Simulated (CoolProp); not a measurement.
n-decane along the isobar 2.9 MPa: fugacity coefficient from the reference equation and from simpler models built on Tc = 344.5 °C, pc = 2.101 MPa, ω = 0.488; each cubic takes its own stable root.

Computed with CoolProp (reference Helmholtz-energy equation of state, Lemmon 2006). It is a short technical equation, of lower accuracy than the large ones.

```tsv
T (°C)	phase	reference
197.55	liquid	0.06624
209.45	liquid	0.08412
221.25	liquid	0.1049
233.05	liquid	0.1288
244.95	liquid	0.1562
256.75	liquid	0.1867
268.55	liquid	0.2203
280.45	liquid	0.2575
292.25	liquid	0.2972
304.05	liquid	0.3395
```

### Question
How far does each simpler model (van der Waals, Redlich-Kwong, Peng-Robinson) lie from the reference over these 10 states: mean and median of the absolute difference, and the worst?

### Answer
- van der Waals: mean 119.8 %, median 102.7 %, worst +256.0 % at 197.55 °C and 2.9 MPa
- Redlich-Kwong: mean 53.3 %, median 48.7 %, worst +101.7 % at 197.55 °C and 2.9 MPa
- Peng-Robinson: mean 2.4 %, median 2.4 %, worst +2.5 % at 256.75 °C and 2.9 MPa
